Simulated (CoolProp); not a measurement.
CH3F (R41) along the isotherm 362.2 K: Z from the reference equation and from simpler models built on Tc = 317.3 K, pc = 5906 kPa, ω = 0.200; each cubic takes its own stable root.

Values from CoolProp's reference Helmholtz-energy equation of state, Lemmon 2006. It is a short technical equation, of lower accuracy than the large ones.

```csv
p (kPa),phase,reference
187,gas,0.9919
282,gas,0.9878
425,gas,0.9816
641,gas,0.9722
967,gas,0.9579
1460,gas,0.9360
2200,gas,0.9026
3320,gas,0.8506
5010,gas,0.7686
7560,supercritical,0.6363
11400,supercritical,0.4537
17200,supercritical,0.4304
26000,supercritical,0.5389
39100,supercritical,0.7190
59100,supercritical,0.9869
```

### Question
How far does each simpler model (van der Waals, Redlich-Kwong, Soave-Redlich-Kwong) lie from the reference over these 15 states: mean and median of the absolute difference, and the worst?

### Answer
- van der Waals: mean 13.3 %, median 1.5 %, worst +52.8 % at 362.2 K and 59100 kPa
- Redlich-Kwong: mean 7.0 %, median 1.2 %, worst +22.9 % at 362.2 K and 26000 kPa
- Soave-Redlich-Kwong: mean 9.5 %, median 2.4 %, worst +29.7 % at 362.2 K and 17200 kPa
